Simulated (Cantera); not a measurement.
A closed system holds: 1 mol Si, 0.75 mol CO, at 1898.15 K and 200000 Pa.

Equilibrium computed with Cantera from the NASA thermochemical tables; the gas is ideal and each condensed phase is pure. Candidate condensed phases: C, Si, SiC, SiO2; 20 gas species. Mutual solubility and eutectic melting of coexisting phases are not modelled. The tables hold silica as quartz up to 1696 K and as liquid above; real silica turns to tridymite and cristobalite and melts near 1996 K. Kinetics and transport are ignored.

Base state: CO 0.986, SiO 0.0137, CO2 0.000115 (mole fractions); condensed: SiC(s) + SiO2(condensed).

Question: What changes in the equilibrium state with this change: pressure from 200000 Pa to 74.0 Pa?

Answer: 
```json
[
 {"species": "SiO", "before": "0.0137", "after": "0.655"},
 {"species": "CO", "before": "0.986", "after": "0.335"},
 {"species": "Si", "before": "3.14e-7", "after": "0.0101"},
 {"species": "Si2", "before": "<1e-9", "after": "4.86e-5"},
 {"species": "Si2C", "before": "5.45e-9", "after": "0.000175"},
 {"species": "SiC(s), mol", "before": "0.666", "after": "0.496"},
 {"species": "SiO2(condensed), mol", "before": "0.333", "after": "0"}
]
```
